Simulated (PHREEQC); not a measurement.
Make-up at 25 °C: 0.19 mol/kgw Na2CO3, 0.001 mol/kgw HF and 3.1e-05 mol/kgw CO2. Closed to the air; pH follows from the charge balance.

Computed with PHREEQC (ion-association model, phreeqc.dat).

* **pH**: 11.25
* **ionic strength**: 0.355 mol/kgw
* **activity of water**: 0.992
* **specific conductance**: 18900 µS/cm
* **density**: 1.017 g/cm³
* **total alkalinity**: 379 meq/kg

| species | molality | activity | log γ |
|---|---|---|---|
| Na+ | 0.274 | 0.199 | -0.140 |
| NaCO3- | 0.105 | 0.0769 | -0.136 |
| CO3-2 | 0.0810 | 0.0208 | -0.591 |
| HCO3- | 0.00351 | 0.00249 | -0.148 |
| OH- | 0.00270 | 0.00178 | -0.180 |
| F- | 0.000935 | 0.000617 | -0.180 |
| NaHCO3 | 0.000257 | 0.000279 | 0.036 |
| NaF | 6.51e-5 | 7.06e-5 | 0.036 |
| CO2 | 2.93e-8 | 3.18e-8 | 0.036 |

This is a speciation only: nothing precipitates in the calculation. Species that the database lacks are ignored.
